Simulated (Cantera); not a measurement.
Charge: 1 mol Al, 0.0011 mol O₂, 8.3 mol N₂, at 1498 K and 0.00133 bar.

Method: chemical equilibrium by Gibbs-energy minimisation in Cantera with the NASA 1993 tables (ideal gas, pure condensed phases). Candidate condensed phases: Al, AlN, Al₂O₃; 16 gas species. Mutual solubility and eutectic melting of coexisting phases are not modelled. Equilibrium is a limit: real reactors are often held back by kinetics, nucleation or transport.

Base state: N₂ 1.000 (mole fractions); condensed: AlN(s) + Al₂O₃(s).

Problem. What changes in the equilibrium state with this change: Al replaced by Pb?

Solution. 
| species | before | after |
|---|---|---|
| N₂ | 1.000 | 0.892 |
| Pb | 0 | 0.107 |
| PbO | 0 | 0.000236 |
| AlN(s), mol | 0.999 | 0 |
| Al₂O₃(s), mol | 0.000733 | 0 |
Further candidate phases: Pb, PbO, PbO₂, Pb₃O₄.

Problem. What changes in the equilibrium state with this change: temperature from 1498 K to 1998.15 K?

Solution. 
| species | before | after |
|---|---|---|
| N₂ | 1.000 | 0.893 |
| Al | 1.19e-6 | 0.107 |
| Al₂O | 4.14e-8 | 0.000237 |
| AlN(s), mol | 0.999 | 0 |
| Al₂O₃(s), mol | 0.000733 | 0 |
